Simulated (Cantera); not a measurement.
**Thermodynamics of fluorocarbon and chlorocarbon gases, feed c-C4F8 + H2**

A closed system holds: 1 mol c-C4F8, 1.9 mol H2, at 1725 K and 3.10 Pa.

These are equilibrium values from Cantera (NASA tables, ideal gas, pure condensed phases), not measurements of a reactor. Candidate condensed phases: C, C6H6, C7H8, C8H18; 95 gas species. The feed counts by its element totals alone. Gases not in the tables: C2F6 and larger saturated fluorocarbons. Equilibrium is a limit: real reactors are often held back by kinetics, nucleation or transport.

The x(HF) comes out as 0.714 and the x(CF4) is 0.149. The x(F) is 0.0810, the x(CF2) comes out as 0.0545 and the x(CF3) is 0.00108. The x(CF) is 7.69e-5 and the x(H) is 1.11e-6. The n(C(graphite)) comes out as 2.91 mol and the gas amount is 5.320 mol.
